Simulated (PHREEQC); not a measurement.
Dissolve 0.0012 mol MgCl2, 0.0095 mol CO2 and 0.00022 mol H4SiO4 per kg of water at 25 °C. Closed to the air; pH follows from the charge balance.

Model: ion-association model, wateq4f.dat, run in PHREEQC.

| quantity | before | after |
|---|---|---|
| pH | 4.18 | 4.19 |
| HCO3- (mol/kgw) | 6.86e-5 | 6.85e-5 |
| MgHCO3+ (mol/kgw) | 7.47e-7 | 1.26e-6 |
| H3SiO4- (mol/kgw) | 5.31e-10 | 2.32e-9 |
| CO3-2 (mol/kgw) | 5.98e-11 | 9.71e-11 |
| MgOH+ (mol/kgw) | 5.51e-11 | 4.89e-9 |
| SI of Chalcedony (SiO2) | -0.11 | -0.69 |

Problem. Which change was made?
A) H4SiO4 from 0.00022 to 0.00011 mol/kgw
B) H4SiO4 from 0.00022 to 0.000198 mol/kgw
C) diluted 2-fold with water
D) temperature from 25 to 85 °C

Solution. D, temperature from 25 to 85 °C

No solid was allowed to form. Some of these states are supersaturated (in Quartz (slow to form), for instance). Constants without temperature data keep their 25 °C values here.
